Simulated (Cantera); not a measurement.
Charge: 1 mol AlN, 1.5 mol HCl, 15 mol H₂, at 1975 K and 86.0 Pa.

Cantera equilibrium calculation (NASA polynomials, part measured and part estimated; ideal gas, pure solids and liquids). Candidate condensed phases: Al, AlCl₃, AlN, NH₄Cl; 20 gas species. The tables' values for AlCl₂ are old estimates; treat these amounts as uncertain. Equilibrium is a limit: real reactors are often held back by kinetics, nucleation or transport.

Base state: H₂ 0.844, AlCl 0.0541, H 0.0429, HCl 0.0281, N₂ 0.0279, Al 0.00147, Cl 0.00107, AlCl₂ 0.000227 (mole fractions); condensed: gas only.

### Question
What changes in the equilibrium state with this change: AlN replaced by Si₃N₄?

### Answer
| species | before | after |
|---|---|---|
| H₂ | 0.844 | 0.752 |
| N₂ | 0.0279 | 0.101 |
| HCl | 0.0281 | 0.0532 |
| AlCl | 0.0541 | 0 |
| Si | 0 | 0.0376 |
| H | 0.0429 | 0.0405 |
| SiCl₂ | 0 | 0.00927 |
| SiCl | 0 | 0.00227 |
| Si(l), mol | 0 | 1.99 |
The tables' values for SiCl, SiN are old estimates; treat these amounts as uncertain. Gases not in the tables: Si₂H₆ and higher silanes. Further candidate phases: Si, Si₃N₄.

### Question
What changes in the equilibrium state with this change: pressure from 86.0 Pa to 10.0 mbar?

### Answer
```json
[
 {"species": "H₂", "before": "0.844", "after": "0.874"},
 {"species": "AlCl", "before": "0.0541", "after": "0.0555"},
 {"species": "N₂", "before": "0.0279", "after": "0.0284"},
 {"species": "H", "before": "0.0429", "after": "0.0128"},
 {"species": "HCl", "before": "0.0281", "after": "0.0277"},
 {"species": "AlCl₃", "before": "1.95e-6", "after": "2.19e-5"},
 {"species": "Cl", "before": "0.00107", "after": "0.000303"}
]
```
